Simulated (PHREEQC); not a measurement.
**Brine: an equilibrium model**

Make-up at 25 °C: 0.5 mol/kgw Na2CO3. Closed to the air; pH follows from the charge balance.

Model: Pitzer model, pitzer.dat, run in PHREEQC.

```
Item                        Value
-------------------  ------------
pH                          11.58
ionic strength       1.49 mol/kgw
activity of water           0.981
density               1.049 g/cm³
osmotic coefficient         0.723
total alkalinity      1000 meq/kg
```

```csv
species,molality,activity,log γ
Na+,1.00,0.523,-0.282
CO3-2,0.494,0.0474,-1.018
OH-,0.00568,0.00374,-0.181
HCO3-,0.00568,0.00275,-0.315
CO2,1.38e-8,1.63e-8,0.074
```

This is a speciation only: nothing precipitates in the calculation. In brines, pH and single-ion activities rest on the MacInnes convention.
